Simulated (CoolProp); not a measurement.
Values from CoolProp's reference Helmholtz-energy equation of state, Eisenbach 2021.

Problem. For propylene glycol, give the phase and the cv (kJ/(kg K)), isothermal compressibility (1/MPa), fugacity coefficient at 398.8 K and 101 kPa.

Solution. 
- 398.8 K and 101 kPa: liquid; cv 2.61, isothermal compressibility 0.000829, fugacity coefficient 0.100
